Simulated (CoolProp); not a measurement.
Properties of hexamethyldisiloxane (MM) along the isotherm 264.05 °C.

Values from CoolProp's reference Helmholtz-energy equation of state, Thol 2016.

```tsv
p (MPa)	phase	density (kg/m³)	cp (kJ/(kg K))	cv (kJ/(kg K))	Joule-Thomson coefficient (K/MPa)	fugacity coefficient
0.00305	gas	0.1109	2.098	2.047	7.625	0.9995
0.00515	gas	0.1874	2.098	2.047	7.629	0.9992
0.0087	gas	0.3167	2.099	2.047	7.636	0.9986
0.0147	gas	0.5357	2.099	2.047	7.647	0.9976
0.0248	gas	0.9053	2.100	2.047	7.665	0.9959
0.0418	gas	1.530	2.101	2.048	[?]	0.9932
0.0705	gas	2.593	[?]	2.048	7.752	0.9885
0.119	gas	4.413	2.106	2.049	[?]	0.9806
0.201	gas	7.561	2.112	2.051	8.011	[?]
0.339	gas	[?]	2.123	2.054	8.310	0.9451
0.572	gas	23.09	2.146	[?]	8.883	0.9080
0.966	gas	42.64	2.201	2.072	[?]	0.8465
```

Some entries are withheld; supply them.


- 0.0418, Joule-Thomson coefficient (K/MPa): 7.697
- 0.0705, cp (kJ/(kg K)): 2.103
- 0.119, Joule-Thomson coefficient (K/MPa): 7.846
- 0.201, fugacity coefficient: 0.9673
- 0.339, density (kg/m³): 13.08
- 0.572, cv (kJ/(kg K)): 2.060
- 0.966, Joule-Thomson coefficient (K/MPa): 10.11
